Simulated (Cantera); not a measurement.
Adiabatic ignition

An adiabatic, constant-pressure homogeneous reactor starts with C2H4 : O2 : N2 : H2O = 1 : 1.88 : 7.05 : 1.1 (molar parts), equivalence ratio 1.6, at 1498 K and 0.987 atm.

Computed with Cantera and GRI-Mech 3.0 (53 species, 325 reactions). GRI-Mech 3.0 was tuned for natural gas; its chemistry of ethylene as a main component is partial and can be far from experiment.

```tsv
t (s)	T (K)	x C2H4	x O2	x H2O	x HCO	x NO	x CH2
4.00e-6	1498	0.0907	0.170	0.0997	4.06e-9	<1e-12	1.56e-12
1.35e-5	1498	0.0905	0.170	0.0997	1.12e-6	<1e-12	2.87e-9
4.58e-5	2617	<1e-12	0.00382	0.161	2.74e-7	0.000140	3.88e-12
0.000155	2682	<1e-12	0.00277	0.165	2.37e-7	0.000287	<1e-12
0.000524	2734	<1e-12	0.00199	0.169	2.10e-7	0.000715	<1e-12
0.00177	2736	<1e-12	0.00182	0.169	2.06e-7	0.00173	<1e-12
0.00600	2733	<1e-12	0.00175	0.169	2.06e-7	0.00256	<1e-12
0.0203	2733	<1e-12	0.00175	0.169	2.06e-7	0.00260	<1e-12
0.0687	2733	<1e-12	0.00175	0.169	2.06e-7	0.00260	<1e-12
0.232	2733	<1e-12	0.00175	0.169	2.06e-7	0.00260	<1e-12
0.786	2733	<1e-12	0.00175	0.169	2.06e-7	0.00260	<1e-12
2.66	2733	<1e-12	0.00175	0.169	2.06e-7	0.00260	<1e-12
9.00	2733	<1e-12	0.00175	0.169	2.06e-7	0.00260	<1e-12
```
x: mole fraction; the columns are a selection and need not sum to one.

```json
{
  "time_of_steepest_temperature_rise": "30.6 µs",
  "temperature at 9.00 s": "2733 K",
  "equilibrium_temperature": "2733 K",
  "x(C2H4) at 9.00 s": "<1e-12 (gas-phase equilibrium <1e-12)",
  "x(O2) at 9.00 s": "0.00175 (gas-phase equilibrium 0.00175)",
  "x(H2O) at 9.00 s": "0.169 (gas-phase equilibrium 0.169)"
}
```
